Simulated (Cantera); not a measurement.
# Gas-phase reforming

A perfectly stirred reactor is fed with CH₄ : CO₂ = 1 : 1.4 (molar parts), at 0.890 bar; it is held at 1475 K, and followed from long to short residence time.

Cantera simulation using GRI-Mech 3.0 (53 species, 325 reactions); the numbers are that mechanism's predictions, not measurements.

| τ (s) | x CH₄ | x CO₂ | x CH₂CO | x H₂O | x HO₂ | x H |
|---|---|---|---|---|---|---|
| 0.34 | 0.303 | 0.494 | 5.28e-6 | 0.0432 | <1e-12 | 1.57e-6 |
| 0.17 | 0.347 | 0.539 | 1.84e-6 | 0.0175 | <1e-12 | 1.13e-6 |
| 0.085 | 0.377 | 0.563 | 5.36e-7 | 0.00604 | <1e-12 | 7.42e-7 |
| 0.043 | 0.395 | 0.575 | 1.27e-7 | 0.00183 | <1e-12 | 4.34e-7 |
| 0.022 | 0.406 | 0.580 | 2.39e-8 | 0.000499 | <1e-12 | 2.29e-7 |
| 0.011 | 0.412 | 0.582 | 3.58e-9 | 0.000122 | <1e-12 | 1.12e-7 |
| 0.0055 | 0.415 | 0.583 | 5.11e-10 | 3.19e-5 | <1e-12 | 5.83e-8 |
| 0.0028 | 0.416 | 0.583 | 7.81e-11 | 1.03e-5 | <1e-12 | 3.69e-8 |
| 0.0014 | 0.416 | 0.583 | 1.22e-11 | 3.86e-6 | <1e-12 | 2.77e-8 |
| 0.00070 | 0.416 | 0.583 | 2.03e-12 | 1.63e-6 | <1e-12 | 2.34e-8 |
| 0.00035 | 0.417 | 0.583 | <1e-12 | 7.31e-7 | <1e-12 | 2.10e-8 |
x: mole fraction; the columns are a selection and need not sum to one.
